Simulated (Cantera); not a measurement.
# Cu₂O + CO (carbothermic reduction)

A closed system holds: 1 mol Cu₂O, 3.6 mol CO, held at 0.0220 bar.

Equilibrium computed with Cantera from the NASA thermochemical tables; the gas is ideal and each condensed phase is pure. Candidate condensed phases: C, Cu, CuO, Cu₂O; 15 gas species. Kinetics and transport are ignored.

| T (K) | x CO | x CO₂ | x Cu | x Cu₂ | n Cu(s) | n Cu(l) |
|---|---|---|---|---|---|---|
| 1123 | 0.722 | 0.278 | 5.70e-8 | <1e-12 | 2.00 | 0 |
| 1148 | 0.722 | 0.278 | 1.24e-7 | 1.87e-12 | 2.00 | 0 |
| 1173 | 0.722 | 0.278 | 2.60e-7 | 5.35e-12 | 2.00 | 0 |
| 1198 | 0.722 | 0.278 | 5.28e-7 | 1.47e-11 | 2.00 | 0 |
| 1223 | 0.722 | 0.278 | 1.04e-6 | 3.84e-11 | 2.00 | 0 |
| 1248 | 0.722 | 0.278 | 2.00e-6 | 9.68e-11 | 2.00 | 0 |
| 1273 | 0.722 | 0.278 | 3.75e-6 | 2.35e-10 | 2.00 | 0 |
| 1298 | 0.722 | 0.278 | 6.84e-6 | 5.51e-10 | 2.00 | 0 |
| 1323 | 0.722 | 0.278 | 1.22e-5 | 1.25e-9 | 2.00 | 0 |
| 1348 | 0.722 | 0.278 | 2.13e-5 | 2.74e-9 | 2.00 | 0 |
| 1373 | 0.722 | 0.278 | 3.59e-5 | 5.70e-9 | 0 | 2.00 |
| 1398 | 0.722 | 0.278 | 5.90e-5 | 1.13e-8 | 0 | 2.00 |
| 1423 | 0.722 | 0.278 | 9.51e-5 | 2.20e-8 | 0 | 2.00 |
| 1448 | 0.722 | 0.278 | 0.000151 | 4.17e-8 | 0 | 2.00 |
x: gas mole fraction; n: condensed amount in mol.

From 1123 K to 1348 K the condensed part is Cu(s). From 1373 K to 1448 K the condensed part is Cu(l). The main Cu-bearing gas is Cu throughout.
